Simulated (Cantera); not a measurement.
Source: NASA polynomial tables (part measured, part estimated), evaluated in Cantera. Values are per mole of reaction as written; species without (g) are pure solids or liquids, kept so even where they would boil at 1 bar.

2 NO(g) + 4 Cr + H2(g) = 2 Cr2N + 2 OH(g)

```csv
T (K),ΔH° (kJ),ΔS° (J/K),ΔG° (kJ),log10 K
775,-347.6,-135.1,-242.9,16.37
875,-346.0,-133.1,-229.5,13.70
975,-344.3,-131.3,-216.3,11.59
1075,-342.6,-129.7,-203.2,9.88
1175,___,___,___,___
1275,-339.8,-127.2,-177.6,7.27
1375,-338.7,-126.4,-164.9,6.26
1475,-337.8,-125.8,-152.3,5.39
1575,___,___,___,___
1675,-337.1,-125.3,-127.2,3.97
1775,-337.3,-125.4,-114.7,3.37
```

Problem. Some entries are withheld; supply them.

Solution. 
- 1175, ΔH° (kJ): -341.1
- 1175, ΔS° (J/K): -128.3
- 1175, ΔG° (kJ): -190.4
- 1175, log10 K: 8.46
- 1575, ΔH° (kJ): -337.3
- 1575, ΔS° (J/K): -125.4
- 1575, ΔG° (kJ): -139.7
- 1575, log10 K: 4.63
